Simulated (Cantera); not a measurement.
Charge: 1 mol HMDSO, 0.47 mol H2O, 88 mol N2, held at 3.75 Torr.

Equilibrium computed with Cantera from the NASA thermochemical tables; the gas is ideal and each condensed phase is pure. Candidate condensed phases: C, C6H6, C7H8, C8H18, H2O, Si, SiC, SiO2, Si2N2O, Si3N4; 151 gas species. The feed counts by its element totals alone. N2 is the only nitrogen source here; it is nearly inert below about 1500 K, so the nitride shown seldom forms there in practice. The numbers say what is thermodynamically allowed, not how fast it happens.

Which condensed phases are stable at each of these points (T (K)): 1073, 1173, 1273, 1373, 1473, 1573, 1673, 1773, 1873?


```csv
T (K),condensed phases,Si condensed (%)
1073,C(graphite) + Si2N2O(s),100.0
1173,C(graphite) + Si2N2O(s),100.0
1273,C(graphite) + Si2N2O(s),100.0
1373,C(graphite) + Si2N2O(s),100.0
1473,C(graphite) + SiC(s),99.9
1573,C(graphite) + SiC(s),99.8
1673,C(graphite) + SiC(s),99.7
1773,C(graphite) + SiC(s),99.6
1873,C(graphite) + SiC(s),99.2
```

From 1073 K to 1373 K the condensed part is C(graphite) + Si2N2O(s). From 1473 K to 1873 K the condensed part is C(graphite) + SiC(s).
